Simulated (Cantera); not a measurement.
Input: 1 mol SiCl4, 0.033 mol C3H8, 3.6 mol H2, equilibrated at 2373.15 K and 0.220 bar.

These are equilibrium values from Cantera (NASA tables, ideal gas, pure condensed phases), not measurements of a reactor. Candidate condensed phases: C, C6H6, C7H8, C8H18, Si, SiC; 109 gas species. The tables' values for SiCl, SiCl3 are old estimates; treat these amounts as uncertain. Gases not in the tables: Si2H6 and higher silanes. Rates play no part.

Base state: H2 0.444, HCl 0.367, SiCl2 0.146, H 0.0199, Cl 0.0117, SiCl 0.00393, SiCl3 0.00290, Si 0.00234 (mole fractions); condensed: SiC(s).

Q: What changes in the equilibrium state with this change: C3H8 from 0.033 to 0.92 mol?

A: 
| species | before | after |
|---|---|---|
| H2 | 0.444 | 0.597 |
| HCl | 0.367 | 0.315 |
| SiCl2 | 0.146 | 0.0477 |
| Cl | 0.0117 | 0.00869 |
| H | 0.0199 | 0.0230 |
| SiCl4 | 4.09e-5 | 7.31e-6 |
| SiCl3 | 0.00290 | 0.000700 |
| C2H2 (acetylene) | 0.000965 | 0.00368 |
| SiC(s), mol | 0.0844 | 0.505 |
| C(graphite), mol | 0 | 2.18 |

Q: What changes in the equilibrium state with this change: pressure from 0.220 bar to 1.33 mbar?

A: 
| species | before | after |
|---|---|---|
| HCl | 0.367 | 0.283 |
| H2 | 0.444 | 0.243 |
| H | 0.0199 | 0.189 |
| Cl | 0.0117 | 0.157 |
| Si | 0.00234 | 0.0773 |
| SiCl2 | 0.146 | 0.0319 |
| SiCl | 0.00393 | 0.0105 |
| SiHCl3 | 3.60e-5 | 3.67e-8 |
| SiCl4 | 4.09e-5 | 5.87e-8 |
| SiC(s), mol | 0.0844 | 0 |
